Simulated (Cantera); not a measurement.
Charge: 1 mol C₃H₈, 0.057 mol CO₂, 1.5 mol H₂, held at 10.5 Torr.

Cantera equilibrium calculation (NASA polynomials, part measured and part estimated; ideal gas, pure solids and liquids). Candidate condensed phases: C, C₆H₆, C₇H₈, C₈H₁₈, H₂O; 110 gas species. Rates play no part. All values below are at 2348 K.

Base state: H₂ 0.878, H 0.0978, CO 0.0193, C₂H₂ (acetylene) 0.00480, C₂H 2.72e-5, C₄H₂ 1.08e-5 (mole fractions); condensed: C(graphite).

Question: What changes in the equilibrium state with this change: 0.81 mol NH₃ added?

Answer: 
| species | before | after |
|---|---|---|
| H₂ | 0.878 | 0.827 |
| H | 0.0978 | 0.0949 |
| N₂ | 0 | 0.0481 |
| HCN | 0 | 0.00942 |
| CO | 0.0193 | 0.0150 |
| HNC | 0 | 0.000916 |
| CN | 0 | 4.98e-5 |
| C(graphite), mol | 2.89 | 2.79 |
